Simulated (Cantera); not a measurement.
An adiabatic, constant-volume homogeneous reactor starts with H2 : O2 : N2 = 1 : 0.758 : 5.3 (molar parts), at 1100 K and 4.93 atm.

Detailed kinetics in Cantera: GRI-Mech 3.0 (53 species, 325 reactions). The hydrogen kinetics of GRI-Mech 3.0 are dated; newer H2 mechanisms differ, most at raised pressure.

One state of this run: T (K) = 2340; P (bar) = 9.90; x H2 = 0.000645; x O2 = 0.0373; x H2O = 0.150; x NO = 0.00231; x H2O2 = 4.45e-7. x: mole fraction; the columns are a selection and need not sum to one.

Task: Which value of t (s) does it belong to?
A) 9.51e-5
B) 7.00e-6
C) 0.000227
D) 0.00736

Result: D, 0.00736
